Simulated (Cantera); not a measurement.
Mixture: CH4 : O2 : N2 = 1 : 0.909 : 3.42 (molar parts), at 1.01 bar, adiabatic and at constant volume. Ignition delay is the time to a rise of 400 K.

Detailed kinetics in Cantera: GRI-Mech 3.0 (53 species, 325 reactions).

### Question
What does this change do: pressure from 1.01 bar to 10.0 bar?

### Answer
| quantity | before | after |
|---|---|---|
| delay at 1023 K | 1.09 s | 80.3 ms |
| delay at 1123 K | 0.209 s | 18.7 ms |
| delay at 1223 K | 47.4 ms | 5.14 ms |
| delay at 1323 K | 12.4 ms | 1.59 ms |
| delay at 1423 K | 3.62 ms | 0.541 ms |
| apparent activation energy between 1323 and 1423 K | 190 kJ/mol | 170 kJ/mol |

### Question
What does this change do: constant pressure in place of constant volume?

### Answer
| quantity | before | after |
|---|---|---|
| delay at 1023 K | 1.09 s | 1.15 s |
| delay at 1123 K | 0.209 s | 0.222 s |
| delay at 1223 K | 47.4 ms | 51.0 ms |
| delay at 1323 K | 12.4 ms | 13.4 ms |
| delay at 1423 K | 3.62 ms | 3.94 ms |
| apparent activation energy between 1323 and 1423 K | 190 kJ/mol | 190 kJ/mol |

### Question
What does this change do: CH4 1 to 0.57 parts?

### Answer
```csv
quantity,before,after
delay at 1023 K,1.09 s,0.803 s
delay at 1123 K,0.209 s,0.155 s
delay at 1223 K,47.4 ms,35.1 ms
delay at 1323 K,12.4 ms,9.21 ms
delay at 1423 K,3.62 ms,2.76 ms
apparent activation energy between 1323 and 1423 K,190 kJ/mol,190 kJ/mol
```
